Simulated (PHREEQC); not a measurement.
Solution (20 °C): 0.0034 mol/kgw BaCl2, 0.00015 mol/kgw NaHCO3 and 0.0015 mol/kgw NaCl. Closed to the air; pH follows from the charge balance.

Computed with PHREEQC (Pitzer model, pitzer.dat).

The pH is 8.14, the ionic strength is 0.0118 mol/kgw and the specific conductance is 925 µS/cm. The osmotic coefficient is 0.939 and the total alkalinity is 0.150 meq/kg.

```
species  molality  activity   log γ
-------  --------  --------  ------
Cl-       0.00830   0.00742  -0.048
Ba+2      0.00340   0.00218  -0.194
Na+       0.00165   0.00147  -0.049
HCO3-    0.000147  0.000132  -0.047
CO2       2.25e-6   2.25e-6   0.000
CO3-2     1.21e-6   7.44e-7  -0.211
OH-       1.05e-6   9.41e-7  -0.048
H+        8.14e-9   7.28e-9  -0.049
```

Precipitation was switched off in this run.
